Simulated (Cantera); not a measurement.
Cantera run, input and output.

```python
import numpy as np
import cantera as ct

gas = ct.Solution("h2o2.yaml")
gas.TPX = 1273, 870, {'H2': 0.036, 'O2': 1}
inlet = ct.Reservoir(gas, clone=True)

reactor = ct.IdealGasConstPressureReactor(gas, energy="off", clone=False)
exhaust = ct.Reservoir(gas, clone=True)
tau = [0.62, 0.29, 0.13, 0.062, 0.029, 0.013, 0.0062][0]
for a, b in ((inlet, reactor), (reactor, exhaust)):
    ct.MassFlowController(a, b, mdot=lambda t: reactor.mass / tau)
net = ct.ReactorNet([reactor])
show = ['H2', 'O2', 'H2O2', 'O', 'HO2', 'H2O']

rows = []
print(f"{'tau/s':>10s}{'T/K':>9s}" + "".join(f"{s:>11s}" for s in show))
for tau in [0.62, 0.29, 0.13, 0.062, 0.029, 0.013, 0.0062]:
    net.initial_time = 0.0
    net.advance(30 * tau)
    before = gas.X
    net.advance(40 * tau)
    drift = np.max(np.abs(gas.X - before) / (gas.X + 1e-9))
    rows.append([gas.T, *gas[show].X, drift])
    print(f"{tau:10.3e}{gas.T:9.1f}" + "".join(f"{x:11.3e}" for x in gas[show].X))
```

Result:

```
     tau/s      T/K         H2         O2       H2O2          O        HO2        H2O
 6.200e-01   1273.0  2.075e-04  9.554e-01  3.163e-08  8.151e-03  8.917e-07  3.372e-02
 2.900e-01   1273.0  3.088e-04  9.515e-01  3.447e-08  1.175e-02  1.043e-06  3.310e-02
 1.300e-01   1273.0  4.583e-04  9.468e-01  3.702e-08  1.595e-02  1.180e-06  3.229e-02
 6.200e-02   1273.0  6.589e-04  9.429e-01  3.956e-08  1.939e-02  1.282e-06  3.147e-02
 2.900e-02   1273.0  9.939e-04  9.402e-01  4.347e-08  2.170e-02  1.369e-06  3.055e-02
 1.300e-02   1273.0  1.656e-03  9.389e-01  5.068e-08  2.247e-02  1.455e-06  2.932e-02
 6.200e-03   1273.0  2.837e-03  9.392e-01  6.141e-08  2.168e-02  1.534e-06  2.762e-02
```

Model: the H2/O2 subset of GRI-Mech 3.0, which has no nitrogen chemistry, integrated in Cantera. Radical loss at walls, strong at low pressure, is not modelled. The temperature is held fixed by assumption; the heat of reaction is taken as removed at once.
